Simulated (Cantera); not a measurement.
A diamond (100) surface in a fixed gas of H2 with x(CH4) = 0.006, x(H) = 0.00026, x(CH3) = 0.00017, 1800 Pa; coverages are run to steady state.

Cantera simulation using the Harris–Goodwin 1993 mechanism for the reconstructed diamond (100) surface; the numbers are that mechanism's predictions, not measurements.

θ: site fractions in the mechanism's names (c6HH fully hydrogenated, c6H* and c6*H radical sites, c6** diradical, c6HM methylated).

```tsv
T (K)	growth (µm/h)	θ c6HH	θ c6H*	θ c6*H	θ c6**	θ c6HM
950	0.553	0.490	0.0104	0.246	0.00365	0.191
1025	0.321	0.549	0.0182	0.349	0.00677	0.0535
1100	0.137	0.544	0.0255	0.405	0.00941	0.00886
1175	(withheld)	0.527	(withheld)	0.425	0.0110	(withheld)
1250	(withheld)	0.524	(withheld)	0.425	0.0117	(withheld)
1325	0.0320	0.535	0.0402	0.412	0.0115	4.62e-5
1400	0.00824	0.555	0.0427	0.391	0.0108	1.05e-5
```

**Question.** Some entries are withheld; supply them.

**Answer.** 
- 1175, growth (µm/h): 0.0957
- 1175, θ c6H*: 0.0316
- 1175, θ c6HM: 0.00141
- 1250, growth (µm/h): 0.0752
- 1250, θ c6H*: 0.0365
- 1250, θ c6HM: 0.000243
